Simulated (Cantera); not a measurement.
A closed system holds: 1 mol CF4, 0.3 mol F2, at 0.495 Torr.

Method: chemical equilibrium by Gibbs-energy minimisation in Cantera with the NASA 1993 tables (ideal gas, pure condensed phases). Candidate condensed phases: C; 23 gas species. Ions and electrons are included (thermal ionisation). Gases not in the tables: C2F6 and larger saturated fluorocarbons. Equilibrium is a limit: real reactors are often held back by kinetics, nucleation or transport.

Problem. Which condensed phases are stable at each of these points (T (K)): 2000, 2500, 3000, 3500, 4000, 4500, 5000?

Solution. 
```csv
T (K),condensed phases,C condensed (%)
2000,gas only,0.0
2500,C(graphite),59.1
3000,gas only,0.0
3500,gas only,0.0
4000,gas only,0.0
4500,gas only,0.0
5000,gas only,0.0
```

At 2000 K nothing is condensed. At 2500 K the condensed part is C(graphite). From 3000 K to 5000 K nothing is condensed.
